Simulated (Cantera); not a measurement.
An adiabatic, constant-volume homogeneous reactor starts with CH₄ : O₂ : N₂ = 1 : 1.67 : 6.27 (molar parts), at 1748 K and 21.0 bar.

Cantera simulation using GRI-Mech 3.0 (53 species, 325 reactions); the numbers are that mechanism's predictions, not measurements. The pressure lies above the range GRI-Mech 3.0 was tuned for (to about 10 atm). Above 3000 K some thermodynamic fits are extrapolated.

Predict: time of steepest temperature rise; temperature at 1.00 s; equilibrium temperature; x(O₂) at 1.00 s; x(NO) at 1.00 s; x(HCN) at 1.00 s.


| Property | Result |
|---|---|
| time of steepest temperature rise | 12.5 µs |
| temperature at 1.00 s | 3302 K |
| equilibrium temperature | 3302 K |
| x(O₂) at 1.00 s | 0.00645 (gas-phase equilibrium 0.00645) |
| x(NO) at 1.00 s | 0.0106 (gas-phase equilibrium 0.0106) |
| x(HCN) at 1.00 s | 1.90e-7 (gas-phase equilibrium 1.90e-7) |
